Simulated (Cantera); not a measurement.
# Low-pressure radical oxidation in H2/O2

An isothermal, constant-pressure homogeneous reactor starts with H₂ : O₂ : N₂ = 0.12 : 1 : 1.9 (molar parts), at 925 K and 0.00970 bar.

Computed with Cantera and the H2/O2 subset of GRI-Mech 3.0, which has no nitrogen chemistry. Radical loss at walls, strong at low pressure, is not modelled. Below about 950 K walls govern HO2 and H2O2 in real vessels. The temperature is held fixed by assumption; the heat of reaction is taken as removed at once.

```json
[
 {"t (s)": "4.00e-6", "x H₂": "0.0397", "x O₂": "0.331", "x OH": "<1e-12", "x H": "<1e-12", "x H₂O₂": "<1e-12"},
 {"t (s)": "3.00e-5", "x H₂": "0.0397", "x O₂": "0.331", "x OH": "<1e-12", "x H": "<1e-12", "x H₂O₂": "<1e-12"},
 {"t (s)": "0.000225", "x H₂": "0.0397", "x O₂": "0.331", "x OH": "<1e-12", "x H": "2.10e-12", "x H₂O₂": "<1e-12"},
 {"t (s)": "0.00169", "x H₂": "0.0397", "x O₂": "0.331", "x OH": "4.78e-12", "x H": "2.04e-11", "x H₂O₂": "<1e-12"},
 {"t (s)": "0.0126", "x H₂": "0.0397", "x O₂": "0.331", "x OH": "2.80e-8", "x H": "1.04e-7", "x H₂O₂": "<1e-12"},
 {"t (s)": "0.0949", "x H₂": "0.000562", "x O₂": "0.316", "x OH": "0.000460", "x H": "0.00218", "x H₂O₂": "4.27e-8"},
 {"t (s)": "0.711", "x H₂": "8.01e-6", "x O₂": "0.318", "x OH": "4.02e-5", "x H": "2.73e-6", "x H₂O₂": "2.44e-8"},
 {"t (s)": "5.33", "x H₂": "1.38e-7", "x O₂": "0.318", "x OH": "6.48e-6", "x H": "1.10e-8", "x H₂O₂": "5.13e-9"},
 {"t (s)": "40.0", "x H₂": "6.44e-9", "x O₂": "0.318", "x OH": "1.68e-6", "x H": "1.91e-10", "x H₂O₂": "9.28e-10"}
]
```
x: mole fraction; the columns are a selection and need not sum to one.

Equilibrium at this temperature and pressure: H₂ 5.74e-12, O₂ 0.318, OH 5.32e-8, H <1e-12, H₂O₂ 2.25e-12 (gas phase only).
